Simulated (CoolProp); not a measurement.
R22 at 438.86 K and 1.52 MPa flows at 0.05 m/s in a round tube of 4.6 mm bore and 45 µm roughness, fully developed (64/Re and Nu = 3.66 if laminar; Colebrook and Gnielinski if turbulent). Each further row changes one setting.

Values from CoolProp's reference Helmholtz-energy equation of state, Kamei 1995.

```csv
case,Reynolds number,Darcy friction factor,pressure drop (Pa/m),heat-transfer coefficient (W/(m² K)),mass flow (kg/h)
as stated,437,0.147,1.52,17.9,0.114
velocity 0.1 m/s,874,0.0733,3.05,17.9,0.229
diameter 9.2 mm,874,0.0733,0.381,8.97,0.458
```

Viscosity comes from a separate model (Bell 2016), an estimate that may be off by 10 % or more. Thermal conductivity comes from a separate model (McLinden 2000), an estimate that may be off by 10 % or more.
